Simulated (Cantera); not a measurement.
Charge: 1 mol B2O3, 1.4 mol BCl3, 15 mol N2, 9.8 mol HF, equilibrated at 42.8 Torr.

Cantera equilibrium calculation (NASA polynomials, part measured and part estimated; ideal gas, pure solids and liquids). Candidate condensed phases: B, BN, B2O3, B3O3H3, H2O, NH4Cl; 75 gas species. Gases not in the tables: H3BO3. Rates play no part.

Q: Which condensed phases are stable at each of these points (T (°C)): 550, 625, 700, 775, 850, 925, 1000, 1075, 1150, 1225, 1300, 1375, 1450?

A: 
```
T (°C)  condensed phases  B condensed (%)
------  ----------------  ---------------
550              B2O3(l)              4.8
625              B2O3(l)              6.9
700              B2O3(l)              9.1
775              B2O3(l)             11.3
850              B2O3(l)             12.9
925              B2O3(l)             13.0
1000             B2O3(l)              9.0
1075            gas only              0.0
1150            gas only              0.0
1225            gas only              0.0
1300            gas only              0.0
1375            gas only              0.0
1450            gas only              0.0
```

From 550 °C to 1000 °C the condensed part is B2O3(l). From 1075 °C to 1450 °C nothing is condensed.
